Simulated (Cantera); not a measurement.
Charge: 1 mol CO, 0.021 mol H₂O, 0.55 mol N₂, 8.3 mol H₂, equilibrated at 873 K and 19.0 bar.

Cantera equilibrium calculation (NASA polynomials, part measured and part estimated; ideal gas, pure solids and liquids). Candidate condensed phases: C, C₆H₆, C₇H₈, C₈H₁₈, H₂O; 136 gas species. Equilibrium is a limit: real reactors are often held back by kinetics, nucleation or transport.

Base state: H₂ 0.670, H₂O 0.130, CH₄ 0.127, N₂ 0.0681, NH₃ 0.00413, CO 7.99e-5, CO₂ 4.14e-5 (mole fractions); condensed: gas only.

Problem. What changes in the equilibrium state with this change: temperature from 873 K to 2398.15 K?

Solution. 
```
species   before     after
-------  -------  --------
H₂         0.670     0.838
CO       7.99e-5     0.101
N₂        0.0681    0.0555
H₂O        0.130   0.00241
CH₄        0.127   5.01e-5
H          <1e-9   0.00331
HCN      3.57e-9  0.000247
HNC        <1e-9   2.56e-5
NH₃      0.00413   3.98e-5
CO₂      4.14e-5   4.90e-5
```
